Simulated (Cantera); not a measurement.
Input: 1 mol Cu2O, 0.92 mol CH4, 5.7 mol N2, at 68000 Pa.

These are equilibrium values from Cantera (NASA tables, ideal gas, pure condensed phases), not measurements of a reactor. Candidate condensed phases: C, C6H6, C7H8, C8H18, Cu, CuO, Cu(OH)2, Cu2O, H2O; 139 gas species. Kinetics and transport are ignored.

At 1848 K, list the 5 most abundant gas species with their mole fractions, and the condensed phases.

N2 0.673, H2 0.209, CO 0.108, H2O 0.00837, Cu 0.00137. Condensed: Cu(l).
